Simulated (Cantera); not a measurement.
Charge: 1 mol B2O3, 8.2 mol H2O, 18 mol H2, at 877 °C and 23.0 mbar.

These are equilibrium values from Cantera (NASA tables, ideal gas, pure condensed phases), not measurements of a reactor. Candidate condensed phases: B, B2O3, B3O3H3, H2O; 23 gas species. Gases not in the tables: H3BO3. Kinetics and transport are ignored.

Base state: H2 0.687, H2O 0.312, HBO2 0.00145, (HBO2)3 0.000374 (mole fractions); condensed: B2O3(l).

Question: What changes in the equilibrium state with this change: H2O from 8.2 to 0.28 mol?

Answer: 
```csv
species,before,after
H2,0.687,0.985
H2O,0.312,0.0151
HBO2,0.00145,0.000320
(HBO2)3,0.000374,4.01e-6
"B2O3(l), mol",0.966,0.997
```

Question: What changes in the equilibrium state with this change: temperature from 877 °C to 1052 °C?

Answer: 
```tsv
species	before	after
H2	0.687	0.682
H2O	0.312	0.303
HBO2	0.00145	0.0150
B2O3	7.24e-8	1.59e-5
(HBO2)3	0.000374	0.000192
B2O3(l), mol	0.966	0.794
```
